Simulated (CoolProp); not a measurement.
Vapour-liquid equilibrium of benzene (1) + m-xylene (2) at 0.657 bar; x and y are mole fractions of (1).

Values from CoolProp's multi-fluid Helmholtz-energy mixture model, Thol 2012 and Zhou 2012; pair parameters Bell 2016.

### Question
Give the bubble temperature and the first vapour's composition at x = 0.05, 0.2, 0.95. Is there an azeotrope?

### Answer
x = 0.05: 390.4 K, y = 0.209; x = 0.2: 375.7 K, y = 0.577; x = 0.95: 341.1 K, y = 0.993. No azeotrope shows between x = 0.05 and 0.95.

Pair parameters are fitted to limited data, so mixtures are less certain than the pure fluids.
